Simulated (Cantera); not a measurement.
A closed system holds: 1 mol Al, 2.3 mol I2, equilibrated at 952 °C and 1.10 mbar.

These are equilibrium values from Cantera (NASA tables, ideal gas, pure condensed phases), not measurements of a reactor. Candidate condensed phases: Al, AlI3, I2; 7 gas species. Rates play no part.

Base state: I 0.616, AlI3 0.372, AlI 0.00838, I2 0.00448 (mole fractions); condensed: gas only.

Task: What changes in the equilibrium state with this change: temperature from 952 °C to 225 °C?

Result: 
| species | before | after |
|---|---|---|
| I2 | 0.00448 | 0.511 |
| AlI3 | 0.372 | 0.340 |
| Al2I6 | 2.17e-7 | 0.149 |
| I | 0.616 | 0.000115 |
| AlI | 0.00838 | <1e-9 |

Task: What changes in the equilibrium state with this change: I2 from 2.3 to 1.8 mol?

Result: 
```tsv
species	before	after
AlI3	0.372	0.561
I	0.616	0.408
AlI	0.00838	0.0288
I2	0.00448	0.00197
```
